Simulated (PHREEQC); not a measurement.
Consider water at 36 °C with 0.091 mol KOH, 0.00012 mol NaAlO2 and 0.045 mol (CH3)4NCl per kg of water. Closed to the air; pH follows from the charge balance.

Computed with PHREEQC (ion-association model, phreeqc.dat).

Each row changes one thing in this solution. No solid was allowed to form.

| case | pH | SI of Sylvite (KCl) |
|---|---|---|
| as made | 12.48 | -3.60 |
| KOH from 0.091 to 0.0182 mol/kgw | … | … |
| 0.0064 mol/kgw NaOH added | 12.50 | -3.61 |
| NaAlO2 from 0.00012 to 2.4e-05 mol/kgw | 12.48 | -3.60 |
| NaAlO2 left out | 12.48 | -3.60 |
| temperature from 36 to 40 °C | 12.36 | -3.62 |
| NaAlO2 replaced by Al2(SO4)3 at the same molality | … | -3.60 |
| KOH from 0.091 to 0.0091 mol/kgw | 11.51 | … |

Fill in the missing entries.


- KOH from 0.091 to 0.0182 mol/kgw, pH: 11.81
- KOH from 0.091 to 0.0182 mol/kgw, SI of Sylvite (KCl): -4.24
- NaAlO2 replaced by Al2(SO4)3 at the same molality, pH: 12.47
- KOH from 0.091 to 0.0091 mol/kgw, SI of Sylvite (KCl): -4.53

(CH3)4N+ isn't in the database: it is added as a free cation with an ion size of 4 Å. At this temperature some constants are extrapolated from 25 °C, and those without enthalpy data are left unchanged.
